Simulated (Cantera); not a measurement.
Feed: 1 mol SiH4, 0.0091 mol C3H8, 15 mol H2, equilibrated at 1750 °C and 71.0 mbar.

Cantera equilibrium calculation (NASA polynomials, part measured and part estimated; ideal gas, pure solids and liquids). Candidate condensed phases: C, C6H6, C7H8, C8H18, Si, SiC; 87 gas species. Mutual solubility and eutectic melting of coexisting phases are not modelled. Gases not in the tables: Si2H6 and higher silanes. Equilibrium is a limit: real reactors are often held back by kinetics, nucleation or transport.

Base state: H2 0.992, H 0.00711, Si 0.000803, SiH 0.000137, SiH2 0.000120, Si2C 2.42e-5 (mole fractions); condensed: Si(l) + SiC(s).

What changes in the equilibrium state with this change: temperature from 1750 °C to 800 °C?


```json
[
 {"species": "H2", "before": "0.992", "after": "1.000"},
 {"species": "H", "before": "0.00711", "after": "5.26e-8"},
 {"species": "Si", "before": "0.000803", "after": "<1e-9"},
 {"species": "SiH", "before": "0.000137", "after": "<1e-9"},
 {"species": "SiH2", "before": "0.000120", "after": "<1e-9"},
 {"species": "Si2C", "before": "2.42e-5", "after": "<1e-9"},
 {"species": "Si(l), mol", "before": "0.954", "after": "0"},
 {"species": "SiC(s), mol", "before": "0.0267", "after": "0.0273"},
 {"species": "Si(s), mol", "before": "0", "after": "0.973"}
]
```
